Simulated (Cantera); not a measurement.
Cantera run:

```python
import numpy as np
import cantera as ct

gas_names = """
    CO2 O3 CO O2 TaO2
""".split()
cond_names = """
    Ta(cr) Ta(L) TaC(s) TaC(L)
""".split()


def load(file, names, dense=False):
    # The tables refer to 1 bar. Condensed volumes are neglected.
    table = {s.name: s for s in ct.Species.list_from_file(file)}
    out = []
    for n in names:
        d = dict(table[n].input_data)
        d["thermo"] = dict(d["thermo"], **{"reference-pressure": 1e5})
        if dense:
            d["equation-of-state"] = {"model": "constant-volume", "density": "1e6 g/cm^3"}
        out.append(ct.Species.from_dict(d))
    return out


species = {s.name: s for s in load("nasa_gas.yaml", gas_names) + load("nasa_condensed.yaml", cond_names)}
# Each term lists the table entries of one substance; the one whose range holds T is used.
reactions = {
    '3 Ta + 3 CO2(g) = 3 TaC + 2 O3(g)':
        [(-3, ['Ta(cr)', 'Ta(L)']), (-3, ['CO2']), (3, ['TaC(s)', 'TaC(L)']), (2, ['O3'])],
    '2 Ta + 2 CO(g) = 2 TaC + O2(g)':
        [(-2, ['Ta(cr)', 'Ta(L)']), (-2, ['CO']), (2, ['TaC(s)', 'TaC(L)']), (1, ['O2'])],
    'TaO2(g) + CO(g) = O3(g) + TaC':
        [(-1, ['TaO2']), (-1, ['CO']), (1, ['O3']), (1, ['TaC(s)', 'TaC(L)'])],
}


def pick(names, T):
    return next(species[n] for n in names if species[n].thermo.min_temp <= T <= species[n].thermo.max_temp)


results = []
for label, terms in reactions.items():
    print(label)
    print("     T/K   dH/kJ  dS/(J/K)   dG/kJ   log10 K")
    for T in [300, 400, 450, 500, 550, 600]:
        used = [(nu, pick(names, T)) for nu, names in terms]
        dH = sum(nu * s.thermo.h(T) for nu, s in used) / 1e6
        dS = sum(nu * s.thermo.s(T) for nu, s in used) / 1e3
        dG = dH - T * dS / 1e3
        logK = -dG * 1e6 / (ct.gas_constant * T * np.log(10))
        results.append((label, T, dH, dS, dG, logK, [s.name for _, s in used]))
        print(f"{T:8g} {dH:8.1f} {dS:8.1f} {dG:8.1f} {logK:8.2f}")
```

Output:

```
3 Ta + 3 CO2(g) = 3 TaC + 2 O3(g)
     T/K   dH/kJ  dS/(J/K)   dG/kJ   log10 K
     300   1031.8   -160.6   1080.0  -188.04
     400   1032.5   -158.8   1096.0  -143.12
     450   1033.1   -157.4   1103.9  -128.14
     500   1033.8   -155.8   1111.7  -116.14
     550   1034.6   -154.3   1119.5  -106.32
     600   1035.5   -152.7   1127.2   -98.13
2 Ta + 2 CO(g) = 2 TaC + O2(g)
     T/K   dH/kJ  dS/(J/K)   dG/kJ   log10 K
     300    -67.1   -188.4    -10.6     1.85
     400    -67.3   -188.8      8.3    -1.08
     450    -67.1   -188.3     17.7    -2.05
     500    -66.7   -187.6     27.1    -2.83
     550    -66.3   -186.8     36.4    -3.46
     600    -65.8   -185.9     45.8    -3.98
TaO2(g) + CO(g) = O3(g) + TaC
     T/K   dH/kJ  dS/(J/K)   dG/kJ   log10 K
     300    309.1   -196.5    368.0   -64.08
     400    309.7   -194.9    387.6   -50.62
     450    310.1   -193.8    397.3   -46.12
     500    310.7   -192.6    407.0   -42.52
     550    311.3   -191.4    416.6   -39.56
     600    312.0   -190.2    426.1   -37.10
```

Cantera with NASA thermochemical tables; ideal gases at 1 bar, condensed phases pure. TaC: taken at fixed stoichiometry. Condensed species are held in their standard states even where they would react or evaporate.
